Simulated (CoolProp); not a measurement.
Computed with CoolProp (reference Helmholtz-energy equation of state, Lemmon 2006). It is a short technical equation, of lower accuracy than the large ones.

### Question
Give the vapour pressure (MPa), liquid density (kg/m³), enthalpy of vaporisation (kJ/kg) of saturated CH3F (R41) at 146.4, 174.8 K.

### Answer
```json
[
 {"T (K)": "146.4", "p (MPa)": "0.00254", "liquid density (kg/m³)": "976", "enthalpy of vaporisation (kJ/kg)": "548"},
 {"T (K)": "174.8", "p (MPa)": "0.0292", "liquid density (kg/m³)": "922", "enthalpy of vaporisation (kJ/kg)": "514"}
]
```
